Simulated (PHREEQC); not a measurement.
Dissolve 0.015 mol (NH4)2CO3 and 9.9e-05 mol CO2 per kg of water at 25 °C. Closed to the air; pH follows from the charge balance.

The numbers come from PHREEQC with the ion-association model, wateq4f.dat.

Precipitation was switched off in this run.

### Question
Predict the pH, ionic strength.

### Answer
pH 9.21; ionic strength 0.0181 mol/kgw.

### Question
In which forms is N present?

### Answer
NH4+ 55 %, NH3 45 % of the N.

Carbamate, which ammonia and carbonate form, is missing from the database.
